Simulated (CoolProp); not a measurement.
Saturation properties of octamethylcyclotetrasiloxane (D4).

The numbers come from the reference Helmholtz-energy equation of state, Thol 2015 in CoolProp.

```tsv
T (°C)	p (MPa)	vapour density (kg/m³)	liquid cp (kJ/(kg K))
27.25	(withheld)	0.01885	(withheld)
41.15	0.0004133	0.04696	1.698
55.15	0.0009751	0.1062	1.724
69.05	(withheld)	0.2186	1.751
83.05	0.004158	(withheld)	1.779
96.95	(withheld)	(withheld)	1.809
110.95	(withheld)	(withheld)	1.840
124.85	0.02237	2.057	1.872
138.75	0.03548	3.186	1.905
```

Complete the blanks.


- 27.25, p (MPa): 0.0001586
- 27.25, liquid cp (kJ/(kg K)): 1.675
- 69.05, p (MPa): 0.002089
- 83.05, vapour density (kg/m³): 0.4193
- 96.95, p (MPa): 0.007698
- 96.95, vapour density (kg/m³): 0.7504
- 110.95, p (MPa): 0.01349
- 110.95, vapour density (kg/m³): 1.275

It boils at 175.7 °C under 1 atm.
